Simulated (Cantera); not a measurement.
A closed system holds: 1 mol B₂H₆, 0.21 mol H₂O, 3.2 mol N₂, at 30.0 Pa.

Method: chemical equilibrium by Gibbs-energy minimisation in Cantera with the NASA 1993 tables (ideal gas, pure condensed phases). Candidate condensed phases: B, BN, B₂O₃, B₃O₃H₃, H₂O; 39 gas species. The feed counts by its element totals alone. N₂ is the only nitrogen source here; it is nearly inert below about 1500 K, so the nitride shown seldom forms there in practice. Equilibrium is a limit: real reactors are often held back by kinetics, nucleation or transport.

Over these rows the condensed part is BN(s). Partial pressures as log10 of bar:

| T (K) | 1000/T (1/K) | log p HBO₂ | log p H₂ | log p N₂ | log p HBO |
|---|---|---|---|---|---|
| 1448 | 0.6906 | -5.82 | -3.77 | -3.91 | -5.62 |
| 1498 | 0.6676 | -5.98 | -3.77 | -3.91 | -5.45 |
| 1548 | 0.6460 | -6.18 | -3.77 | -3.91 | -5.32 |
| 1598 | 0.6258 | ? | -3.77 | -3.91 | -5.24 |
| 1648 | 0.6068 | -6.75 | -3.78 | -3.91 | -5.19 |
| 1698 | 0.5889 | -7.10 | -3.78 | -3.91 | -5.18 |

Fit log p(HBO₂) = a + b·(1000/T) to the five rows, give the apparent enthalpy, and predict the row at 1598 K.

Means: 1000/T = 0.6400, log p = -6.366. Sxy = 0.089653, Sxx = 0.0070716, so b = 12.68 and a = -6.366 − (12.68)×0.6400 = -14.48.
Apparent enthalpy: −19.145 × (12.68) = -243 kJ/mol. With the condensed phases at unit activity, 1/2 N₂(g) + 2 HBO(g) = HBO₂(g) + BN(s) + 1/2 H₂(g) links this pressure to the main gases: over the six rows their terms move log p by +0.89 in all, so the slope isn't that reaction's ΔH° alone. The five rows lie within 0.11 of the line; that is curvature, so one enthalpy describes this range poorly.
Prediction at 1598 K: -14.48 + (12.68)×0.6258 = -6.54. The computed value is -6.44, 0.10 from the line.
